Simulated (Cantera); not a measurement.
A closed system holds: 1 mol MgCO3, 0.18 mol H2O, at 2098.15 K and 460 Pa.

Cantera equilibrium calculation (NASA polynomials, part measured and part estimated; ideal gas, pure solids and liquids). Candidate condensed phases: C, C6H6, C7H8, C8H18, H2O, Mg, MgCO3, MgO, Mg(OH)2; 116 gas species. The numbers say what is thermodynamically allowed, not how fast it happens.

Question: What is the equilibrium state?

Answer: 
- x(CO2) = 0.670
- x(H2O) = 0.130
- x(CO) = 0.119
- x(O2) = 0.0577
- x(OH) = 0.0103
- x(O) = 0.00486
- x(H2) = 0.00469
- x(H) = 0.00311
- x(Mg) = 0.000451
- n(MgO(s)) = 0.999 mol
- gas amount = 1.268 mol
- log10 activity of Mg(l) (absent) = -7.34
- log10 activity of C(graphite) (absent) = -8.80
